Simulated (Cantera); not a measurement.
## Equilibrium for thermal oxidation and active oxidation of silicon: Si + H2O + H2

A closed system holds: 1 mol Si, 0.045 mol H2O, 79 mol H2, equilibrated at 5.00e-5 bar.

Method: chemical equilibrium by Gibbs-energy minimisation in Cantera with the NASA 1993 tables (ideal gas, pure condensed phases). Candidate condensed phases: H2O, Si, SiO2; 18 gas species. Gases not in the tables: Si2H6 and higher silanes. The numbers say what is thermodynamically allowed, not how fast it happens.

```json
[
 {"T (°C)": "1275", "x H2": "0.994", "x H": "0.00434", "x Si": "0.000635", "x SiO": "0.000567", "x SiH": "1.19e-5", "x Si2": "1.13e-6", "n Si(s)": "0.903"},
 {"T (°C)": "1350", "x H2": "0.987", "x H": "0.00971", "x Si": "0.00313", "x SiO": "0.000564", "x SiH": "4.41e-5", "x Si2": "8.98e-6", "n Si(s)": "0.700"},
 {"T (°C)": "1425", "x H2": "0.968", "x H": "0.0201", "x Si": "0.0116", "x SiO": "0.000557", "x SiH": "0.000125", "x Si2": "4.43e-5", "n Si(s)": "0"},
 {"T (°C)": "1500", "x H2": "0.949", "x H": "0.0392", "x Si": "0.0116", "x SiO": "0.000551", "x SiH": "9.82e-5", "x Si2": "1.74e-5", "n Si(s)": "0"},
 {"T (°C)": "1575", "x H2": "0.916", "x H": "0.0718", "x Si": "0.0114", "x SiO": "0.000542", "x SiH": "7.70e-5", "x Si2": "7.22e-6", "n Si(s)": "0"},
 {"T (°C)": "1650", "x H2": "0.864", "x H": "0.124", "x Si": "0.0111", "x SiO": "0.000527", "x SiH": "5.98e-5", "x Si2": "3.12e-6", "n Si(s)": "0"},
 {"T (°C)": "1725", "x H2": "0.787", "x H": "0.201", "x Si": "0.0107", "x SiO": "0.000506", "x SiH": "4.57e-5", "x Si2": "1.38e-6", "n Si(s)": "0"},
 {"T (°C)": "1800", "x H2": "0.682", "x H": "0.307", "x Si": "0.0101", "x SiO": "0.000476", "x SiH": "3.38e-5", "x Si2": "6.24e-7", "n Si(s)": "0"},
 {"T (°C)": "1875", "x H2": "0.552", "x H": "0.438", "x Si": "0.00929", "x SiO": "0.000439", "x SiH": "2.40e-5", "x Si2": "2.83e-7", "n Si(s)": "0"},
 {"T (°C)": "1950", "x H2": "0.411", "x H": "0.581", "x Si": "0.00845", "x SiO": "0.000399", "x SiH": "1.62e-5", "x Si2": "1.30e-7", "n Si(s)": "0"}
]
```
x: gas mole fraction; n: condensed amount in mol.

From 1275 °C to 1350 °C the condensed part is Si(s). From 1425 °C to 1950 °C nothing is condensed. The main Si-bearing gas is Si throughout.
